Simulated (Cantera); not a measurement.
Input: 1 mol CH3Cl, 0.24 mol HCl, at 2.40 Pa.

Equilibrium computed with Cantera from the NASA thermochemical tables; the gas is ideal and each condensed phase is pure. Candidate condensed phases: C, C6H6, C7H8, C8H18; 103 gas species. Ions and electrons are included (thermal ionisation). The numbers say what is thermodynamically allowed, not how fast it happens.

### Question
At 3000 K, list the 6 most abundant gas species with their mole fractions, and the condensed phases.

### Answer
H 0.601, Cl 0.230, C 0.156, C2 0.00718, C3 0.00521, H2 0.000348. Condensed: gas only.
